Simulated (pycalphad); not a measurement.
All values are pycalphad results on the COST 507 light-alloy database (1999) (1 atm), not direct measurements. These are 1990s assessments: newer ones move some temperatures and phases. Kinetics are ignored, which matters at the lower temperatures.

Q: How does the equilibrium phase assembly of Si-9.2Cu (at.%) change on cooling from 1577 °C to 227 °C?

A: 
| T (°C) | phases above | phases below |
|---|---|---|
| 1363.6 | liquid | diamond (Si) + liquid |
| 800.5 | diamond (Si) + liquid | CU19SI6_ETA + diamond (Si) |
Changes were sought between steps of 50 K, so a narrower field can be missed.

Database names, with the compositions (at.%) that they take in these runs: CU19SI6_ETA: Cu 76 Si 24.
